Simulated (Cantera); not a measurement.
An adiabatic, constant-volume homogeneous reactor starts with CH₄ : CO : O₂ : N₂ : CO₂ = 1 : 0.15 : 3.52 : 21.1 : 0.87 (molar parts), at 1750 K and 130000 Pa. Integrator tolerance rtol = 1e-08.

Detailed kinetics in Cantera: GRI-Mech 3.0 (53 species, 325 reactions).

Question: What does this change do: CO 0.15 to 0.35 parts?

Answer: 
```json
[
 {"quantity": "time of steepest temperature rise", "before": "0.155 ms", "after": "0.154 ms"},
 {"quantity": "temperature at 0.300 s", "before": "2559 K", "after": "2584 K"},
 {"quantity": "equilibrium temperature", "before": "2559 K", "after": "2584 K"},
 {"quantity": "x(CH₄) at 0.300 s", "before": "<1e-12 (gas-phase equilibrium <1e-12)", "after": "<1e-12 (gas-phase equilibrium <1e-12)"},
 {"quantity": "x(CO) at 0.300 s", "before": "0.0105 (gas-phase equilibrium 0.0105)", "after": "0.0131 (gas-phase equilibrium 0.0131)"},
 {"quantity": "x(O₂) at 0.300 s", "before": "0.0503 (gas-phase equilibrium 0.0503)", "after": "0.0474 (gas-phase equilibrium 0.0474)"},
 {"quantity": "x(O) at 0.300 s", "before": "0.00313 (gas-phase equilibrium 0.00313)", "after": "0.00341 (gas-phase equilibrium 0.00341)"},
 {"quantity": "x(NO) at 0.300 s", "before": "0.0124 (gas-phase equilibrium 0.0124)", "after": "0.0125 (gas-phase equilibrium 0.0125)"}
]
```

Question: What does this change do: 0.077 parts C2H6 added?

Answer: 
| quantity | before | after |
|---|---|---|
| time of steepest temperature rise | 0.155 ms | 52.3 µs |
| temperature at 0.300 s | 2559 K | 2616 K |
| equilibrium temperature | 2559 K | 2616 K |
| x(CH₄) at 0.300 s | <1e-12 (gas-phase equilibrium <1e-12) | <1e-12 (gas-phase equilibrium <1e-12) |
| x(CO) at 0.300 s | 0.0105 (gas-phase equilibrium 0.0105) | 0.0151 (gas-phase equilibrium 0.0151) |
| x(O₂) at 0.300 s | 0.0503 (gas-phase equilibrium 0.0503) | 0.0421 (gas-phase equilibrium 0.0421) |
| x(O) at 0.300 s | 0.00313 (gas-phase equilibrium 0.00313) | 0.00367 (gas-phase equilibrium 0.00367) |
| x(NO) at 0.300 s | 0.0124 (gas-phase equilibrium 0.0124) | 0.0124 (gas-phase equilibrium 0.0124) |

Question: What does this change do: pressure from 130000 Pa to 100000 Pa?

Answer: 
```json
[
 {"quantity": "time of steepest temperature rise", "before": "0.155 ms", "after": "0.195 ms"},
 {"quantity": "temperature at 0.300 s", "before": "2559 K", "after": "2548 K"},
 {"quantity": "equilibrium temperature", "before": "2559 K", "after": "2548 K"},
 {"quantity": "x(CH₄) at 0.300 s", "before": "<1e-12 (gas-phase equilibrium <1e-12)", "after": "<1e-12 (gas-phase equilibrium <1e-12)"},
 {"quantity": "x(CO) at 0.300 s", "before": "0.0105 (gas-phase equilibrium 0.0105)", "after": "0.0112 (gas-phase equilibrium 0.0112)"},
 {"quantity": "x(O₂) at 0.300 s", "before": "0.0503 (gas-phase equilibrium 0.0503)", "after": "0.0506 (gas-phase equilibrium 0.0506)"},
 {"quantity": "x(O) at 0.300 s", "before": "0.00313 (gas-phase equilibrium 0.00313)", "after": "0.00340 (gas-phase equilibrium 0.00340)"},
 {"quantity": "x(NO) at 0.300 s", "before": "0.0124 (gas-phase equilibrium 0.0124)", "after": "0.0122 (gas-phase equilibrium 0.0122)"}
]
```
